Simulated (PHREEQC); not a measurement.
Solution (15 °C): 0.016 mol ZnSO4 and 5.2e-05 mol MgSO4 per kg of water. Closed to the air; pH follows from the charge balance.

The numbers come from PHREEQC with the ion-association model, phreeqc.dat.

```
quantity                    before     after
------------------------  --------  --------
pH                            5.86      5.07
ionic strength (mol/kgw)    0.0412    0.0379
Zn+2 (mol/kgw)              0.0103   0.00945
ZnSO4 (mol/kgw)            0.00527   0.00619
Zn(SO4)2-2 (mol/kgw)      0.000467  0.000324
Mg+2 (mol/kgw)             3.61e-5   1.94e-5
```

Name the change that produced these shifts.
A. temperature from 15 to 85 °C
B. 0.0003 mol/kgw H2SO4 added
C. 0.00027 mol/kgw Na2SO4 added
D. 0.0063 mol/kgw Zn(NO3)2 added
E. MgSO4 replaced by MgBr2 at the same molality

A, temperature from 15 to 85 °C

Precipitation was switched off in this run. Constants without temperature data keep their 25 °C values here.
